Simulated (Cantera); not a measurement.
Feed: 1 mol Cr, 0.63 mol N2O, 58 mol H2, equilibrated at 6.40e-5 bar.

Method: chemical equilibrium by Gibbs-energy minimisation in Cantera with the NASA 1993 tables (ideal gas, pure condensed phases). Candidate condensed phases: Cr, CrN, Cr2N, Cr2O3, H2O; 29 gas species. Kinetics and transport are ignored.

Task: What share of the Cr ends up in condensed phases as a function of T (K), at 1525, 1575, 1625, 1675, 1725, 1775, 1825?

Result: 
```
T (K)  Cr condensed (%)        as
-----  ----------------  --------
1525               35.2  Cr2O3(s)
1575               25.8  Cr2O3(s)
1625                7.9  Cr2O3(s)
1675                0.0         -
1725                0.0         -
1775                0.0         -
1825                0.0         -
```
